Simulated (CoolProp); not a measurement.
Octamethylcyclotetrasiloxane (D4) along the isobar 1.01 bar: density (kg/m³) from the reference equation and from simpler models built on Tc = 586.5 K, pc = 13.47 bar, ω = 0.598; each cubic takes its own stable root.

Model: reference Helmholtz-energy equation of state, Thol 2015, in CoolProp.

| T (K) | phase | reference | Redlich-Kwong | Soave-Redlich-Kwong | Peng-Robinson |
|---|---|---|---|---|---|
| 439.1 | liquid | 779.1 | 8.733 | 706.8 | 799.6 |
| 446 | liquid | 769.5 | 8.573 | 697.3 | 789.2 |
| 452.9 | gas | 8.591 | 8.420 | 8.540 | 8.571 |
| 459.8 | gas | 8.423 | 8.273 | 8.380 | 8.410 |
| 466.7 | gas | 8.263 | 8.132 | 8.227 | 8.256 |
| 473.6 | gas | 8.110 | 7.996 | 8.080 | 8.108 |
| 480.6 | gas | 7.963 | 7.862 | 7.937 | 7.964 |
| 487.5 | gas | 7.823 | 7.736 | 7.801 | 7.828 |
| 494.4 | gas | 7.690 | 7.614 | 7.671 | 7.698 |
| 501.3 | gas | 7.562 | 7.496 | 7.546 | 7.572 |
| 508.2 | gas | 7.439 | 7.382 | 7.425 | 7.450 |

At some of these states Redlich-Kwong gives the other phase, because its saturation line lies elsewhere.
